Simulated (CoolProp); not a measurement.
Values from CoolProp's reference Helmholtz-energy equation of state, Gao 2020.

Task: For ammonia, give the phase and the speed of sound (m/s), Joule-Thomson coefficient (K/MPa), viscosity (µPa s), conductivity (mW/(m K)) at 344.35 °C and 64.8 kPa; -43.95 °C and 4060 kPa; 300.75 °C and 2010 kPa.

Result: 
- 344.35 °C and 64.8 kPa: gas; speed of sound 607, Joule-Thomson coefficient 3.13, viscosity 22.3, conductivity 70.9
- -43.95 °C and 4060 kPa: liquid; speed of sound 1820, Joule-Thomson coefficient -0.199, viscosity 303, conductivity 706
- 300.75 °C and 2010 kPa: gas; speed of sound 582, Joule-Thomson coefficient 3.78, viscosity 20.8, conductivity 66.1

Viscosity comes from a separate model (Fenghour 1995). Thermal conductivity comes from a separate model (Tufeu 1984).
